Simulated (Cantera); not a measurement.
Charge: 1 mol CuO, 1.1 mol CO, equilibrated at 552 °C and 37.0 Pa.

Cantera equilibrium calculation (NASA polynomials, part measured and part estimated; ideal gas, pure solids and liquids). Candidate condensed phases: C, Cu, CuO, Cu₂O; 15 gas species. Rates play no part.

Base state: CO₂ 0.909, CO 0.0909 (mole fractions); condensed: Cu(s).

Q: What changes in the equilibrium state with this change: temperature from 552 °C to 2100 °C?

A: 
```
species     before     after
----------  ------  --------
Cu           <1e-9     0.382
CO          0.0909     0.321
O            <1e-9     0.113
CO₂          0.909    0.0990
O₂           <1e-9    0.0846
CuO          <1e-9  0.000168
Cu(s), mol    1.00         0
```
